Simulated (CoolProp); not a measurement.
n-perfluorohexane at several states: fugacity coefficient from the reference equation and from simpler models built on Tc = 174.9 °C, pc = 1742 kPa, ω = 0.497; each cubic takes its own stable root.

Values from CoolProp's reference Helmholtz-energy equation of state, Gao 2022.

```csv
T (°C),p (kPa),phase,reference,van der Waals,Redlich-Kwong,Soave-Redlich-Kwong
168.85,26.4,gas,0.9944,0.9954,0.9946,0.9946
79.85,179,gas,0.9176,0.9466,0.9320,0.9203
9.95,63.7,liquid,0.2261,0.9686,0.9064,0.2260
6.05,30.8,liquid,0.3833,0.9843,0.9778,0.3832
117.45,133,gas,0.9569,0.9686,0.9618,0.9576
124.45,5560,liquid,0.1329,0.2533,0.1843,0.1454
```

At some of these states van der Waals, Redlich-Kwong gives the other phase, because its saturation line lies elsewhere.
